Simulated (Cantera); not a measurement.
An adiabatic, constant-pressure homogeneous reactor starts with CO : H₂ : CH₄ : O₂ : N₂ = 1 : 0.86 : 1.4 : 12 : 45.2 (molar parts), at 1800 K and 101000 Pa. Integrator tolerance rtol = 1e-08.

Computed with Cantera and GRI-Mech 3.0 (53 species, 325 reactions).

Task: What does this change do: H2 0.86 to 1.4 parts?

Result: 
```
quantity                                                              before                                      after
---------------------------------  -----------------------------------------  -----------------------------------------
time of steepest temperature rise                                    40.6 µs                                    27.8 µs
temperature at 2.00 s                                                 2402 K                                     2438 K
equilibrium temperature                                               2402 K                                     2438 K
x(CO) at 2.00 s                      0.00226 (gas-phase equilibrium 0.00226)    0.00278 (gas-phase equilibrium 0.00278)
x(H₂) at 2.00 s                    0.000576 (gas-phase equilibrium 0.000576)  0.000803 (gas-phase equilibrium 0.000803)
x(CH₄) at 2.00 s                       <1e-12 (gas-phase equilibrium <1e-12)      <1e-12 (gas-phase equilibrium <1e-12)
x(OH) at 2.00 s                      0.00702 (gas-phase equilibrium 0.00702)    0.00833 (gas-phase equilibrium 0.00833)
x(CH₂O) at 2.00 s                      <1e-12 (gas-phase equilibrium <1e-12)      <1e-12 (gas-phase equilibrium <1e-12)
```

Task: What does this change do: pressure from 101000 Pa to 500000 Pa?

Result: 
```json
[
 {"quantity": "time of steepest temperature rise", "before": "40.6 µs", "after": "9.48 µs"},
 {"quantity": "temperature at 2.00 s", "before": "2402 K", "after": "2429 K"},
 {"quantity": "equilibrium temperature", "before": "2402 K", "after": "2429 K"},
 {"quantity": "x(CO) at 2.00 s", "before": "0.00226 (gas-phase equilibrium 0.00226)", "after": "0.00122 (gas-phase equilibrium 0.00122)"},
 {"quantity": "x(H₂) at 2.00 s", "before": "0.000576 (gas-phase equilibrium 0.000576)", "after": "0.000305 (gas-phase equilibrium 0.000305)"},
 {"quantity": "x(CH₄) at 2.00 s", "before": "<1e-12 (gas-phase equilibrium <1e-12)", "after": "<1e-12 (gas-phase equilibrium <1e-12)"},
 {"quantity": "x(OH) at 2.00 s", "before": "0.00702 (gas-phase equilibrium 0.00702)", "after": "0.00523 (gas-phase equilibrium 0.00523)"},
 {"quantity": "x(CH₂O) at 2.00 s", "before": "<1e-12 (gas-phase equilibrium <1e-12)", "after": "<1e-12 (gas-phase equilibrium <1e-12)"}
]
```
